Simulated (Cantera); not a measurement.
Stirred combustor or abatement burner

A perfectly stirred reactor is fed with CO : H2 : O2 : N2 = 1 : 0.26 : 0.94 : 3.54 (molar parts), equivalence ratio 0.67, at 40000 Pa; it is adiabatic with a 350 K inlet, and is followed from long to short residence time, starting on the burning branch (τ in s: 0.28, 0.084, 0.025, 0.0074, 0.0022, 0.00066, 0.0002, 5.9e-05, 1.8e-05, 5.2e-06).

Model: GRI-Mech 3.0 (53 species, 325 reactions), integrated in Cantera.

| τ (s) | T (K) | x CO | x H2 | x O2 | x HO2 | x NO |
|---|---|---|---|---|---|---|
| 0.28 | 2051 | 0.00752 | 0.000403 | 0.0625 | 9.30e-7 | 0.00105 |
| 0.084 | 1998 | 0.0132 | 0.000739 | 0.0649 | 1.33e-6 | 0.000451 |
| 0.025 | 1910 | 0.0218 | 0.00131 | 0.0682 | 2.42e-6 | 0.000155 |
| 0.0074 | 1785 | 0.0323 | 0.00213 | 0.0721 | 4.45e-6 | 6.80e-5 |
| 0.0022 | 1622 | 0.0440 | 0.00305 | 0.0767 | 7.47e-6 | 4.73e-5 |
| 0.00066 | 1391 | 0.0663 | 0.00382 | 0.0880 | 1.33e-5 | 2.11e-5 |
| 0.00020 | 350 | 0.174 | 0.0453 | 0.164 | <1e-12 | <1e-12 |
| 5.9e-5 | 350 | 0.174 | 0.0453 | 0.164 | <1e-12 | <1e-12 |
| 1.8e-5 | 350 | 0.174 | 0.0453 | 0.164 | <1e-12 | <1e-12 |
| 5.2e-6 | 350 | 0.174 | 0.0453 | 0.164 | <1e-12 | <1e-12 |
x: mole fraction; the columns are a selection and need not sum to one.
